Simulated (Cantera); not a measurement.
Input: 1 mol AlN, 0.69 mol N2, at 1775 K.

Method: chemical equilibrium by Gibbs-energy minimisation in Cantera with the NASA 1993 tables (ideal gas, pure condensed phases). Candidate condensed phases: Al, AlN; 5 gas species. Kinetics and transport are ignored.

log p: log10 of the partial pressure in bar; n: condensed amount in mol.

| P (Pa) | log p N2 | log p Al | log p Al2 | log p N | n AlN(s) |
|---|---|---|---|---|---|
| 1 | -5.26 | -5.34 | -10.62 | (withheld) | 0 |
| 4.60 | -4.60 | -4.68 | -9.30 | (withheld) | 0 |
| 22 | -3.68 | -4.94 | -9.82 | (withheld) | 0.961 |
| 100 | -3.00 | -5.28 | -10.50 | (withheld) | 0.996 |
| 460 | -2.34 | -5.61 | -11.17 | (withheld) | 1.000 |
| 2200 | -1.66 | -5.95 | -11.85 | (withheld) | 1.000 |
| 10000 | -1.00 | -6.28 | -12.50 | (withheld) | 1.000 |
| 46000 | -0.34 | -6.61 | <-12 | (withheld) | 1.00 |
| 220000 | 0.34 | -6.95 | <-11 | (withheld) | 1.00 |
| 1000000 | 1.00 | -7.28 | <-11 | (withheld) | 1.00 |

Question: Complete the blanks.

Answer: 
- 1, log p N: -13.27
- 4.60, log p N: -12.93
- 22, log p N: -12.47
- 100, log p N: -12.13
- 460, log p N: -11.80
- 2200, log p N: -11.46
- 10000, log p N: -11.13
- 46000, log p N: -10.80
- 220000, log p N: -10.46
- 1000000, log p N: -10.13
